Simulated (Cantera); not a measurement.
Catalytic stagnation flow on Pt

A jet of CH₄ : O₂ : N₂ = 0.034 : 0.2 : 0.79 (molar parts) at 300 K and 57.0 Torr hits a platinum plate 6.4 cm away at a mass flux of 0.071 kg/m²/s; the plate temperature is set and raised in steps from an oxygen-covered start.

Computed with Cantera and Deutschmann's 1995 Pt surface mechanism with GRI-Mech 3.0 gas chemistry. Catalytic surfaces can have several steady states; this one follows from the mechanism file's or the stated starting coverage.

| plate T (K) | wall x CH₄ | wall x O₂ | wall x H₂O | wall x OH | wall x CO | wall x CO₂ | θ free Pt | θ O* | θ OH* |
|---|---|---|---|---|---|---|---|---|---|
| 900 | 0.0241 | 0.176 | 0.0171 | 3.09e-8 | 8.76e-6 | 0.0113 | 0.186 | 0.813 | 0.000935 |
| 950 | 0.0191 | 0.165 | 0.0263 | 1.00e-7 | 9.62e-6 | 0.0173 | 0.251 | 0.748 | 0.00105 |
| 1000 | 0.0148 | 0.156 | 0.0343 | 2.82e-7 | 1.00e-5 | 0.0226 | 0.320 | 0.679 | 0.00108 |
| 1050 | 0.0115 | 0.149 | 0.0403 | 6.99e-7 | 1.03e-5 | 0.0267 | 0.388 | 0.611 | 0.00103 |
| 1100 | 0.00905 | 0.144 | 0.0446 | 1.55e-6 | 1.07e-5 | 0.0295 | 0.456 | 0.544 | 0.000951 |
| 1150 | 0.00732 | 0.140 | 0.0476 | 3.15e-6 | 1.13e-5 | 0.0316 | 0.520 | 0.479 | 0.000857 |
x: mole fraction at the wall; θ: surface coverage.
